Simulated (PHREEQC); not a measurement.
Solution (25 °C): 0.0031 mol/kgw HF, 0.056 mol/kgw KF and 0.27 mol/kgw H3PO4. Closed to the air; pH follows from the charge balance.

Computed with PHREEQC (ion-association model, phreeqc.dat).

No solid was allowed to form.

Q: What pH does the model give?

A: pH 1.68.

Q: In which forms is P present?

A: H3PO4 71 %, H2PO4- 29 % of the P.
